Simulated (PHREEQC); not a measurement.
Model water analysis in mg/L, 25 °C, pH 6.45, pe 8.3: Na 0.434; K 0.00879; Ca 0.195; Mg 0.0252; Cl 0.0687; S(6) as SO4 0.919; Alkalinity as HCO3 0.647; Pb 0.0116; Ba 0.000699; Cd 0.00463.

Valence states are taken as typed.

Model: ion-association model, phreeqc.dat, run in PHREEQC.

Precipitation was switched off in this run.

### Question
Predict the charge-balance error.

### Answer
charge-balance error -0.9 %.

### Question
In which forms is Pb present?

### Answer
Pb+2 92 %, PbOH+ 4.9 %, PbCO3 2.2 %, PbHCO3+ 0.8 % of the Pb.
